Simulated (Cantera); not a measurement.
A closed system holds: 1 mol HCl, 1.5 mol H2O, 40 mol N2, at 1825 K and 25.0 Pa.

Cantera equilibrium calculation (NASA polynomials, part measured and part estimated; ideal gas, pure solids and liquids). Candidate condensed phases: H2O, NH4Cl; 29 gas species. Kinetics and transport are ignored.

### Question
What is the equilibrium state?

### Answer
| Property | Result |
|---|---|
| x(N2) | 0.936 |
| x(H2O) | 0.0318 |
| x(HCl) | 0.0178 |
| x(Cl) | 0.00557 |
| x(H2) | 0.00463 |
| x(H) | 0.00190 |
| x(OH) | 0.000911 |
| x(O2) | 0.000869 |
| x(NO) | 0.000317 |
| gas amount | 42.73 mol |
